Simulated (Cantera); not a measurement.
**Thermodynamics of silicon nitride deposition, feed trisilylamine + NH3 + N2**

Feed: 1 mol trisilylamine, 3.9 mol NH3, 8.4 mol N2, equilibrated at 5.30 Pa.

Cantera equilibrium calculation (NASA polynomials, part measured and part estimated; ideal gas, pure solids and liquids). Candidate condensed phases: Si, Si3N4; 18 gas species. The feed counts by its element totals alone. The tables' values for SiN are old estimates; treat these amounts as uncertain. Gases not in the tables: Si2H6 and higher silanes. Kinetics and transport are ignored.

```csv
T (°C),x N2,x H2,x H,x Si,x Si2,x SiH,n Si(s),n Si(l)
1325,0.510,0.484,0.00508,0.00176,4.34e-6,1.96e-5,2.96,0
1375,0.507,0.479,0.00847,0.00486,1.62e-5,4.51e-5,2.89,0
1425,0.502,0.472,0.0136,0.0124,5.40e-5,9.65e-5,0,2.72
1475,0.492,0.459,0.0213,0.0275,0.000141,0.000180,0,2.37
1525,0.473,0.436,0.0319,0.0582,0.000350,0.000321,0,1.62
1575,0.439,0.396,0.0458,0.118,0.000815,0.000538,0,0
1625,0.434,0.381,0.0662,0.118,0.000480,0.000462,0,0
1675,0.428,0.361,0.0933,0.117,0.000284,0.000393,0,0
1725,0.420,0.336,0.128,0.115,0.000171,0.000332,0,0
1775,0.410,0.306,0.170,0.113,0.000104,0.000276,0,0
```
x: gas mole fraction; n: condensed amount in mol.

From 1325 °C to 1375 °C the condensed part is Si(s). From 1425 °C to 1525 °C the condensed part is Si(l). From 1575 °C to 1775 °C nothing is condensed. The main Si-bearing gas is Si throughout.
